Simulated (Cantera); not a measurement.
Input: 1 mol CH4, 0.99 mol CO2, 15 mol H2, at 1652 °C and 2.33 Torr.

Equilibrium computed with Cantera from the NASA thermochemical tables; the gas is ideal and each condensed phase is pure. Candidate condensed phases: C, C6H6, C7H8, C8H18, H2O; 110 gas species. Kinetics and transport are ignored.

Base state: H2 0.880, CO 0.103, H 0.0161, C2H2 (acetylene) 0.000260 (mole fractions); condensed: gas only.

Question: What changes in the equilibrium state with this change: CO2 from 0.99 to 0.079 mol?

Answer: 
```
species             before     after
----------------  --------  --------
H2                   0.880     0.973
H                   0.0161    0.0169
CO                   0.103   0.00913
C2H2 (acetylene)  0.000260  0.000446
C(graphite), mol         0     0.906
```
